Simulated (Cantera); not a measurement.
A freely propagating, adiabatic, planar premixed flame of H₂ : O₂ : N₂ = 1 : 0.633 : 2.78 (molar parts), equivalence ratio 0.79, unburnt at 573 K and 5.00 bar; mixture-averaged transport, grid criteria slope 0.08 and curve 0.16, no radiation.

Model: the H2/O2 subset of GRI-Mech 3.0, which has no nitrogen chemistry, integrated in Cantera. The hydrogen kinetics of GRI-Mech 3.0 are dated; newer H2 mechanisms differ, most at raised pressure. Burning velocities carry a grid error of a few per cent, more on coarse grids.

### Question
Predict: laminar burning velocity; thermal thickness; peak x(H); peak x(HO₂); peak x(O); peak x(H₂O₂).

### Answer
| Quantity | Result |
|---|---|
| laminar burning velocity | 333 cm/s |
| thermal thickness | 0.0614 mm |
| peak x(H) | 0.0120 |
| peak x(HO₂) | 0.000798 |
| peak x(O) | 0.00594 |
| peak x(H₂O₂) | 9.19e-5 |
